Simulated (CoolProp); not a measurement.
Values from CoolProp's reference Helmholtz-energy equation of state, Gao 2022.

### Question
For n-perfluorohexane, give the phase and the density (kg/m³) at 49.95 °C and 0.0402 MPa.

### Answer
- 49.95 °C and 0.0402 MPa: gas; density 5.19
